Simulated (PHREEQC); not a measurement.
0.01 mol of CaSeO3 (CaSeO3) is brought to equilibrium with 1 kg of water holding 0.003 mol NaCl, at 25 °C, the pH being set by adding NaOH or HCl. No oxygen is let in. The system is closed to CO2. The run lets CaSeO3, Portlandite precipitate or redissolve, and no other solid.

Model: ion-association model, wateq4f.dat, run in PHREEQC.

### Question
Predict dissolved Ca (mol/kgw), dissolved Se (mol/kgw) at pH = 8.06, 8.94, 9.38, 9.81, 11.56.

### Answer
```tsv
pH	dissolved Ca (mol/kgw)	dissolved Se (mol/kgw)
8.06	0.00450	0.00450
8.94	0.00283	0.00283
9.38	0.00262	0.00262
9.81	0.00254	0.00254
11.56	0.00272	0.00272
```
